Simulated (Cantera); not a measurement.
Feed: 1 mol Si, 1.9 mol CO, 52 mol N2, equilibrated at 5.80 bar.

Cantera equilibrium calculation (NASA polynomials, part measured and part estimated; ideal gas, pure solids and liquids). Candidate condensed phases: C, Si, SiC, SiO2, Si2N2O, Si3N4; 34 gas species. N2 is the only nitrogen source here; it is nearly inert below about 1500 K, so the nitride shown seldom forms there in practice. Mutual solubility and eutectic melting of coexisting phases are not modelled. The tables hold silica as quartz up to 1696 K and as liquid above; real silica turns to tridymite and cristobalite and melts near 1996 K. Kinetics and transport are ignored.

**Question.** Which condensed phases are stable at each of these points (T (°C)): 1002, 1027, 1052, 1077, 1102, 1127, 1152, 1177, 1202, 1227, 1252, 1277, 1302, 1327?

**Answer.** 
```tsv
T (°C)	condensed phases	Si condensed (%)
1002	C(graphite) + SiO2(β-quartz) + Si2N2O(s)	100.0
1027	C(graphite) + SiO2(β-quartz) + Si2N2O(s)	100.0
1052	C(graphite) + SiO2(β-quartz) + Si2N2O(s)	100.0
1077	C(graphite) + Si2N2O(s)	100.0
1102	C(graphite) + Si2N2O(s)	100.0
1127	C(graphite) + Si2N2O(s)	100.0
1152	C(graphite) + Si2N2O(s)	100.0
1177	C(graphite) + Si2N2O(s)	100.0
1202	C(graphite) + Si2N2O(s)	100.0
1227	C(graphite) + Si2N2O(s)	100.0
1252	C(graphite) + Si2N2O(s)	100.0
1277	C(graphite) + Si2N2O(s)	100.0
1302	C(graphite) + Si2N2O(s)	100.0
1327	C(graphite) + Si2N2O(s)	100.0
```

From 1002 °C to 1052 °C the condensed part is C(graphite) + SiO2(β-quartz) + Si2N2O(s). From 1077 °C to 1327 °C the condensed part is C(graphite) + Si2N2O(s).
